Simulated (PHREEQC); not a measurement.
Make-up at 87 °C: 0.59 mol HF, 0.0049 mol KF, 3.3e-07 mol H4SiO4 and 0.014 mol H3PO4 per kg of water. Closed to the air; pH follows from the charge balance.

Model: ion-association model, phreeqc.dat, run in PHREEQC.

```json
[
 {"quantity": "pH", "before": "1.74", "after": "1.57"},
 {"quantity": "ionic strength (mol/kgw)", "before": "0.0262", "after": "0.0363"},
 {"quantity": "HF2- (mol/kgw)", "before": "0.0164", "after": "0.0236"},
 {"quantity": "H3PO4 (mol/kgw)", "before": "0.0113", "after": "0.0114"},
 {"quantity": "F- (mol/kgw)", "before": "0.00706", "after": "0.0101"},
 {"quantity": "H2PO4- (mol/kgw)", "before": "0.00269", "after": "0.00261"},
 {"quantity": "SI of Quartz (SiO2)", "before": "-11.37", "after": "-13.67"}
]
```

Problem. Name the change that produced these shifts.
A. H3PO4 replaced by (NH4)2HPO4 at the same molality
B. H4SiO4 replaced by H2SiF6 at the same molality
C. H3PO4 replaced by NaH2PO4 at the same molality
D. H4SiO4 replaced by Na2SiO3 at the same molality
E. temperature from 87 to 50 °C

Solution. E, temperature from 87 to 50 °C

No solid was allowed to form. Away from 25 °C the constants follow the database's enthalpies or fits; those with neither stay at their 25 °C values. SiF6-2 is the database's only silicon fluoride.
